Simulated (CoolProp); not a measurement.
The numbers come from the reference Helmholtz-energy equation of state, Leachman 2009 in CoolProp.

Q: Give the vapour pressure (bar), liquid cp (kJ/(kg K)), vapour Z, liquid viscosity (µPa s) of saturated normal hydrogen at -251.35, -249.55, -240.85 °C.

A: 
```
T (°C)   p (bar)  liquid cp (kJ/(kg K))  vapour Z  liquid viscosity (µPa s)
-------  -------  ---------------------  --------  ------------------------
-251.35     1.51                   10.6     0.877                      12.0
-249.55     2.36                   12.0     0.836                      10.5
-240.85     11.5                   75.8     0.477                      4.78
```

Viscosity comes from a separate model (Muzny 2013).
